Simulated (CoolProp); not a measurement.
A simple Rankine cycle with R236FA: condensing at 300.15 K, boiler at 1.43 MPa, turbine inlet 364.2 K, turbine efficiency 0.75, pump efficiency 0.7, no recuperator. Each further row changes one setting.

The numbers come from the reference Helmholtz-energy equation of state, Pan 2012 in CoolProp.

| case | thermal efficiency (%) | net work (kJ/kg) | heat in (kJ/kg) | turbine exit temperature (K) | volume ratio over the turbine |
|---|---|---|---|---|---|
| as stated | 9.5 | 17.5 | 184 | 324.9 | 5.64 |
| turbine inlet 384.2 K | 9.5 | ___ | 207 | 348.0 | 5.33 |
| condensing temperature 292.15 K | ___ | ___ | 194 | ___ | 7.41 |
| boiler pressure 1 MPa | 7.7 | 14.9 | 192 | 337.1 | 3.62 |
| turbine efficiency 0.65 | 8.2 | 15.0 | 184 | 327.7 | 5.71 |

What belongs in the gaps?


- turbine inlet 384.2 K, net work (kJ/kg): 19.6
- condensing temperature 292.15 K, thermal efficiency (%): 10.7
- condensing temperature 292.15 K, net work (kJ/kg): 20.7
- condensing temperature 292.15 K, turbine exit temperature (K): 320.0
